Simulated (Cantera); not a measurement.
Feed: 1 mol SiCl4, 2.3 mol HCl, 33 mol H2, equilibrated at 1475 K and 1.00 Torr.

Equilibrium computed with Cantera from the NASA thermochemical tables; the gas is ideal and each condensed phase is pure. The tables' values for SiCl3 are old estimates; treat these amounts as uncertain. The numbers say what is thermodynamically allowed, not how fast it happens.

```csv
species,before,after
H2,0.858,0.886
HCl,0.115,0.0872
SiCl4,1.59e-5,0.0126
SiCl2,0.0264,0.00983
Cl,3.57e-5,5.64e-8
H,0.000329,6.40e-7
SiHCl3,1.12e-5,0.00186
SiH2Cl2,1.24e-6,3.29e-5
SiCl3,0.000351,0.00296
```
Gas species are given as mole fractions.

**Question.** Name the change that produced these shifts.
A. temperature from 1475 K to 1748 K
B. temperature from 1475 K to 1098.15 K
C. temperature from 1475 K to 1648.15 K
D. SiCl4 replaced by SiH4

**Answer.** B, temperature from 1475 K to 1098.15 K
